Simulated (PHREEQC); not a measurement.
Make-up at 20 °C: 0.0048 mol/kgw H2SO4 and 0.16 mol/kgw FeSO4. Closed to the air; pH follows from the charge balance.

Computed with PHREEQC (ion-association model, phreeqc.dat).

**Question.** The ionic strength comes out as 0.345 mol/kgw. What activity coefficients do H+, FeHSO4+, HSO4-, SO4-2, Fe+2 get?

**Answer.** H+ 0.78, FeHSO4+ 0.73, HSO4- 0.73, SO4-2 0.24, Fe+2 0.28.

No solid was allowed to form. Species that the database lacks are ignored.
